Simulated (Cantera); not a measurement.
A Cantera script and what it prints.

```python
import numpy as np
import cantera as ct

gas_names = """
    KCL NH3 HCL K N2
""".split()
cond_names = """

""".split()


# ... load() reads the species with a 1 bar reference pressure and builds the phases ...
species = {s.name: s for s in load("nasa_gas.yaml", gas_names) + load("nasa_condensed.yaml", cond_names)}
# Each term lists the table entries of one substance; the one whose range holds T is used.
reactions = {
    '6 KCl(g) + 2 NH3(g) = 6 HCl(g) + 6 K(g) + N2(g)':
        [(-6, ['KCL']), (-2, ['NH3']), (6, ['HCL']), (6, ['K']), (1, ['N2'])],
}


def pick(names, T):
    return next(species[n] for n in names if species[n].thermo.min_temp <= T <= species[n].thermo.max_temp)


results = []
for label, terms in reactions.items():
    print(label)
    print("     T/K   dH/kJ  dS/(J/K)   dG/kJ   log10 K")
    for T in [300, 750, 800, 850, 900, 950]:
        used = [(nu, pick(names, T)) for nu, names in terms]
        dH = sum(nu * s.thermo.h(T) for nu, s in used) / 1e6
        dS = sum(nu * s.thermo.s(T) for nu, s in used) / 1e3
        dG = dH - T * dS / 1e3
        logK = -dG * 1e6 / (ct.gas_constant * T * np.log(10))
        results.append((label, T, dH, dS, dG, logK, [s.name for _, s in used]))
        print(f"{T:8g} {dH:8.1f} {dS:8.1f} {dG:8.1f} {logK:8.2f}")
```

Output:

```
6 KCl(g) + 2 NH3(g) = 6 HCl(g) + 6 K(g) + N2(g)
     T/K   dH/kJ  dS/(J/K)   dG/kJ   log10 K
     300   1360.2    455.2   1223.6  -213.05
     750   1370.0    477.2   1012.1   -70.49
     800   1370.6    477.9    988.2   -64.52
     850   1371.0    478.4    964.3   -59.26
     900   1371.4    478.9    940.4   -54.58
     950   1371.8    479.3    916.4   -50.39
```

Source: NASA polynomial tables (part measured, part estimated), evaluated in Cantera. Condensed species are held in their standard states even where they would react or evaporate.
